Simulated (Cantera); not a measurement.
Fe3O4 + HCl + O2 (chemical vapour transport)

A closed system holds: 1 mol Fe3O4, a varied amount of HCl, 1.9 mol O2, held at 1175 °C and 338 Torr.

These are equilibrium values from Cantera (NASA tables, ideal gas, pure condensed phases), not measurements of a reactor. Candidate condensed phases: Fe, FeCl2, FeCl3, FeO, Fe(OH)2, Fe(OH)3, Fe2O3, Fe3O4, H2O; 22 gas species. Kinetics and transport are ignored.

```csv
n(HCl) (mol),x O2,x HCl,x H2O,x Cl2,x FeCl2,x Cl,x FeCl3,n Fe2O3(s)
0.028,0.982,0.0114,0.00265,0.00120,0.000327,0.00210,3.53e-5,1.50
0.037,0.977,0.0151,0.00341,0.00164,0.000447,0.00245,5.63e-5,1.50
0.051,0.969,0.0208,0.00457,0.00232,0.000636,0.00292,9.53e-5,1.50
0.069,0.958,0.0281,0.00603,0.00318,0.000880,0.00342,0.000155,1.50
0.093,0.945,0.0376,0.00790,0.00432,0.00121,0.00398,0.000246,1.50
0.13,0.925,0.0518,0.0107,0.00599,0.00170,0.00469,0.000410,1.50
0.17,0.904,0.0665,0.0135,0.00771,0.00223,0.00532,0.000609,1.50
0.23,0.875,0.0875,0.0176,0.0101,0.00299,0.00610,0.000937,1.50
0.32,0.834,0.117,0.0232,0.0133,0.00409,0.00700,0.00147,1.49
0.43,0.789,0.149,0.0293,0.0168,0.00536,0.00785,0.00216,1.49
0.58,0.735,0.189,0.0367,0.0207,0.00697,0.00871,0.00312,1.49
0.79,0.670,0.236,0.0454,0.0250,0.00901,0.00957,0.00443,1.48
1.1,0.593,0.293,0.0558,0.0295,0.0117,0.0104,0.00624,1.48
```
x: gas mole fraction; n: condensed amount in mol.

From 0.028 mol HCl to 1.1 mol HCl the condensed part is Fe2O3(s). The main Fe-bearing gas is FeCl2 throughout.
